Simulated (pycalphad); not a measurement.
CALPHAD calculation (pycalphad, COST 507 light-alloy database (1999)), 1 atm. These are 1990s assessments: newer ones move some temperatures and phases. Phase fractions are per mole of atoms.

Task: Give the equilibrium state of Al-2.3Si-0.87Fe (at.%) at 577 °C.

Result: 
```
T = 850.00 K, P = 101325 Pa, N = 1 mol of atoms
G = -33836 J/mol, H = 15020 J/mol, S = 57.48 J/(mol K)  (SER reference)
chemical potentials (J/mol): Al -33075, Si -23761, Fe -145159
phase             fraction      x(Al)      x(Si)      x(Fe)
FCC_A1              0.9360     0.9854     0.0145   2.64e-05
ALFESI_BETA         0.0577     0.7000     0.1500     0.1500
LIQUID              0.0062     0.8776     0.1196     0.0028
```

Task: Give the equilibrium state of Al-2.3Si-0.87Fe (at.%) at 377 °C.

Result: FCC_A1, fraction 0.929, with 0.19 Si, <0.01 Fe at.%; ALFESI_BETA, fraction 0.058, with 15.0 Si, 15.0 Fe at.%; DIAMOND_A4, fraction 0.013, with >99.99 Si, no Fe at.%.

Database names, with the compositions (at.%) that they take in these runs: ALFESI_BETA: Al 70 Si 15 Fe 15. FCC_A1 is fcc; DIAMOND_A4 is diamond (Si). An entry "none" or "no" means that the model of the phase leaves that element out.
